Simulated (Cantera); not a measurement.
A freely propagating, adiabatic, planar premixed flame of CH4 : O2 : N2 : H2O = 1 : 2.22 : 9.11 : 0.63 (molar parts), unburnt at 650 K and 500000 Pa; mixture-averaged transport, grid criteria slope 0.08 and curve 0.16, no radiation.

Computed with Cantera and GRI-Mech 3.0 (53 species, 325 reactions). Burning velocities carry a grid error of a few per cent, more on coarse grids.

Q: How do the results move with these cheaper or finer settings: unity-Lewis-number transport; multicomponent transport; multicomponent+Soret transport; grid criteria slope 0.5, curve 1; grid criteria slope 0.25, curve 0.5; grid criteria slope 0.03, curve 0.06?

A: 
| setting | laminar burning velocity | thermal thickness | peak x(C2H6) | peak x(OH) | grid points |
|---|---|---|---|---|---|
| as above | 54.2 cm/s | 0.135 mm | 0.000641 | 0.00591 | 133 |
| unity-Lewis-number transport | 47.9 cm/s | 0.136 mm | 0.000540 | 0.00640 | 136 |
| multicomponent transport | 55.0 cm/s | 0.136 mm | 0.000659 | 0.00595 | 134 |
| multicomponent+Soret transport | 54.3 cm/s | 0.137 mm | 0.000647 | 0.00592 | 134 |
| grid criteria slope 0.5, curve 1 | 61.0 cm/s | 0.147 mm | 0.000648 | 0.00599 | 33 |
| grid criteria slope 0.25, curve 0.5 | 57.0 cm/s | 0.139 mm | 0.000646 | 0.00593 | 54 |
| grid criteria slope 0.03, curve 0.06 | 53.2 cm/s | 0.134 mm | 0.000645 | 0.00589 | 336 |
The base run took about 11 core-seconds (a rough figure).
Unity Lewis numbers drop preferential diffusion, which matters most where H2 and H carry the flame; Soret adds thermal diffusion.
